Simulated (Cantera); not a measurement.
Input (Python, Cantera) and output of one run.

```python
import numpy as np
import cantera as ct

gas_names = """
    Fe FeO Fe(OH)2 H HO2 H2 H2O H2O2 H2S H2SO4 O OH O2 O3 S SH SO SO2 SO3 S2 S2O S8
""".split()
cond_names = """
    Fe(a) Fe(c) Fe(d) Fe(L) FeO(s) FeO(L) Fe(OH)2(s) Fe(OH)3(s) FeS(a) FeS(b) FeS(c) FeS(L) FeSO4(s)
    FeS2(s) Fe2O3(s) Fe2S3O12(s) Fe3O4(s) H2O(s) H2O(L) H2SO4(L) S(cr1) S(cr2) S(L)
""".split()


# ... load() reads the species with a 1 bar reference pressure and builds the phases ...
atoms = {
    'FeS': {'Fe': 1, 'S': 1},
    'H2': {'H': 2},
    'H2O': {'H': 2, 'O': 1},
}
top_T = {'FeSO4(s)': 950, 'FeS2(s)': 1010, 'Fe2O3(s)': 1830, 'Fe2S3O12(s)': 1100, 'Fe3O4(s)': 1870}  # K; cautious upper limits of use, not melting points


# ... equilibrate(T, P, feed) seeds the gas with the atoms and calls Mixture.equilibrate('TP', solver="vcs", rtol=1e-11, max_steps=5000) ...
results = []
feed = {'FeS': 1, 'H2': 8.5, 'H2O': 0.084}  # mol
T = 1650  # K
P = 101325  # Pa
mix = equilibrate(T, P, feed)
results.append((T, P, feed, dict(zip(mix.species_names, mix.species_moles))))
x = sorted(zip(gas.X, gas.species_names), reverse=True)
print(f"T = {T:g} K  P = {P:g} Pa  gas = {mix.phase_moles(0):.4g} mol")
print("   x: " + "  ".join(f"{s} {v:.3e}" for v, s in x if v > 0.001))
print("   condensed (mol): " + ("  ".join(f"{mix.phase(i).name} {mix.phase_moles(i):.4g}"
      for i in range(1, mix.n_phases) if mix.phase_moles(i) > 1e-12) or "none"))
```

It prints:

```
T = 1650 K  P = 101325 Pa  gas = 8.586 mol
   x: H2 9.716e-01  H2S 1.820e-02  H2O 9.783e-03
   condensed (mol): Fe(c) 0.1603  FeS(L) 0.8397
```

Cantera equilibrium calculation (NASA polynomials, part measured and part estimated; ideal gas, pure solids and liquids). Metal and sulfide melt together well below either melting point, which pure phases cannot show. Mutual solubility and eutectic melting of coexisting phases are not modelled. FeS: taken at fixed stoichiometry.
